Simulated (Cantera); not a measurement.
Cantera with NASA thermochemical tables; ideal gases at 1 bar, condensed phases pure. Values are per mole of reaction as written; species without (g) are pure solids or liquids, kept so even where they would boil at 1 bar.

Si + 2 H₂(g) = SiH₄(g)

```tsv
T (K)	ΔH° (kJ)	ΔS° (J/K)	ΔG° (kJ)	log10 K
475	29.0	-89.7	71.6	-7.87
575	…	…	…	…
675	…	…	…	…
775	24.2	-97.9	100.0	-6.74
875	23.4	-98.8	109.9	-6.56
975	…	…	…	…
1075	…	…	…	…
```

Q: Fill in the missing entries.

A: 
- 575, ΔH° (kJ): 26.8
- 575, ΔS° (J/K): -93.8
- 575, ΔG° (kJ): 80.8
- 575, log10 K: -7.34
- 675, ΔH° (kJ): 25.3
- 675, ΔS° (J/K): -96.4
- 675, ΔG° (kJ): 90.3
- 675, log10 K: -6.99
- 975, ΔH° (kJ): 23.0
- 975, ΔS° (J/K): -99.3
- 975, ΔG° (kJ): 119.8
- 975, log10 K: -6.42
- 1075, ΔH° (kJ): 22.8
- 1075, ΔS° (J/K): -99.5
- 1075, ΔG° (kJ): 129.7
- 1075, log10 K: -6.30
